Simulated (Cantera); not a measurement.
An adiabatic, constant-pressure homogeneous reactor starts with CO : H2 : O2 : N2 : H2O = 1 : 0.16 : 0.322 : 1.21 : 0.67 (molar parts), equivalence ratio 1.8, at 1173 K and 7500 Torr. Integrator tolerance rtol = 1e-08.

Cantera simulation using GRI-Mech 3.0 (53 species, 325 reactions); the numbers are that mechanism's predictions, not measurements. The hydrogen kinetics of GRI-Mech 3.0 are dated; newer H2 mechanisms differ, most at raised pressure.

Problem. What does this change do: initial temperature 1173 to 1750 K?

Solution. 
| quantity | before | after |
|---|---|---|
| time of steepest temperature rise | 0.243 ms | 1.93 µs |
| temperature at 0.200 s | 2496 K | 2843 K |
| equilibrium temperature | 2496 K | 2843 K |
| x(CO) at 0.200 s | 0.141 (gas-phase equilibrium 0.141) | 0.154 (gas-phase equilibrium 0.154) |
| x(H2) at 0.200 s | 0.0295 (gas-phase equilibrium 0.0295) | 0.0296 (gas-phase equilibrium 0.0296) |
| x(O2) at 0.200 s | 0.000231 (gas-phase equilibrium 0.000231) | 0.00405 (gas-phase equilibrium 0.00405) |
| x(NO2) at 0.200 s | 5.04e-8 (gas-phase equilibrium 5.04e-8) | 1.09e-6 (gas-phase equilibrium 1.09e-6) |
| x(N2O) at 0.200 s | 6.72e-8 (gas-phase equilibrium 6.72e-8) | 4.78e-7 (gas-phase equilibrium 4.78e-7) |
| x(O) at 0.200 s | 6.88e-5 (gas-phase equilibrium 6.88e-5) | 0.00130 (gas-phase equilibrium 0.00130) |
| x(CO2) at 0.200 s | 0.187 (gas-phase equilibrium 0.187) | 0.170 (gas-phase equilibrium 0.170) |

Problem. What does this change do: pressure from 7500 Torr to 760 Torr?

Solution. 
```tsv
quantity	before	after
time of steepest temperature rise	0.243 ms	0.160 ms
temperature at 0.200 s	2496 K	2446 K
equilibrium temperature	2496 K	2446 K
x(CO) at 0.200 s	0.141 (gas-phase equilibrium 0.141)	0.143 (gas-phase equilibrium 0.143)
x(H2) at 0.200 s	0.0295 (gas-phase equilibrium 0.0295)	0.0305 (gas-phase equilibrium 0.0305)
x(O2) at 0.200 s	0.000231 (gas-phase equilibrium 0.000231)	0.00125 (gas-phase equilibrium 0.00125)
x(NO2) at 0.200 s	5.04e-8 (gas-phase equilibrium 5.04e-8)	8.36e-8 (gas-phase equilibrium 8.36e-8)
x(N2O) at 0.200 s	6.72e-8 (gas-phase equilibrium 6.72e-8)	4.53e-8 (gas-phase equilibrium 4.53e-8)
x(O) at 0.200 s	6.88e-5 (gas-phase equilibrium 6.88e-5)	0.000391 (gas-phase equilibrium 0.000391)
x(CO2) at 0.200 s	0.187 (gas-phase equilibrium 0.187)	0.184 (gas-phase equilibrium 0.184)
```
